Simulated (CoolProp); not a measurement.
Vapour-liquid equilibrium of n-heptane (1) + toluene (2) at 270 kPa; x and y are mole fractions of (1).

The numbers come from the multi-fluid Helmholtz-energy mixture model, Span 2003 and Lemmon 2006; pair parameters Bell 2016 in CoolProp.

```csv
x,bubble temperature (°C),y at the bubble point,dew temperature at overall composition x (°C),liquid density (mol/L)
0.05,147.5,0.081,?,7.868
0.2,?,?,?,7.462
0.35,141.1,0.431,?,7.084
0.5,139.2,0.566,140.1,6.735
0.65,137.8,0.694,138.2,?
0.8,136.7,0.822,136.8,6.117
0.95,135.9,0.954,135.9,5.843
```

### Question
What belongs in the gaps?

### Answer

- 0.05, dew temperature at overall composition x (°C): 148.1
- 0.2, bubble temperature (°C): 143.7
- 0.2, y at the bubble point: 0.276
- 0.2, dew temperature at overall composition x (°C): 145.2
- 0.35, dew temperature at overall composition x (°C): 142.4
- 0.65, liquid density (mol/L): 6.413

No azeotrope shows between x = 0.05 and 0.95.

Pair parameters are fitted to limited data, so mixtures are less certain than the pure fluids.
